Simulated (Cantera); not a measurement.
Charge: 1 mol HMDSO, 0.73 mol O2, held at 2123 K and 25000 Pa.

Cantera equilibrium calculation (NASA polynomials, part measured and part estimated; ideal gas, pure solids and liquids). Candidate condensed phases: C, C6H6, C7H8, C8H18, H2O, Si, SiC, SiO2; 123 gas species. The feed counts by its element totals alone. Gases not in the tables: Si2H6 and higher silanes. The numbers say what is thermodynamically allowed, not how fast it happens.

Base state: H2 0.778, CO 0.211, H 0.00633, SiO 0.00257, C2H2 (acetylene) 0.00129, Si 5.72e-5, CH4 4.73e-5, SiH2 1.34e-5 (mole fractions); condensed: C(graphite) + SiC(s).

### Question
What changes in the equilibrium state with this change: O2 from 0.73 to 0.099 mol?

### Answer
```json
[
 {"species": "H2", "before": "0.778", "after": "0.875"},
 {"species": "CO", "before": "0.211", "after": "0.116"},
 {"species": "H", "before": "0.00633", "after": "0.00671"},
 {"species": "SiO", "before": "0.00257", "after": "0.00141"},
 {"species": "CH4", "before": "4.73e-5", "after": "5.98e-5"},
 {"species": "SiH2", "before": "1.34e-5", "after": "1.51e-5"},
 {"species": "C2H2 (acetylene)", "before": "0.00129", "after": "0.00145"},
 {"species": "SiH", "before": "1.30e-5", "after": "1.38e-5"},
 {"species": "C(graphite), mol", "before": "1.57", "after": "2.80"},
 {"species": "SiC(s), mol", "before": "1.97", "after": "1.98"}
]
```
